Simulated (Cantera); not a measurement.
Charge: 1 mol CaCO₃, 0.37 mol H₂, 0.064 mol O₂, equilibrated at 52.0 Pa.

Equilibrium computed with Cantera from the NASA thermochemical tables; the gas is ideal and each condensed phase is pure. Candidate condensed phases: C, C₆H₆, C₇H₈, C₈H₁₈, Ca, CaCO₃, CaO, Ca(OH)₂, H₂O; 115 gas species. Rates play no part.

Task: At 1300 K, list the 4 most abundant gas species with their mole fractions, and the condensed phases.

Result: CO₂ 0.586, H₂O 0.237, CO 0.144, H₂ 0.0330. Condensed: CaO(s).
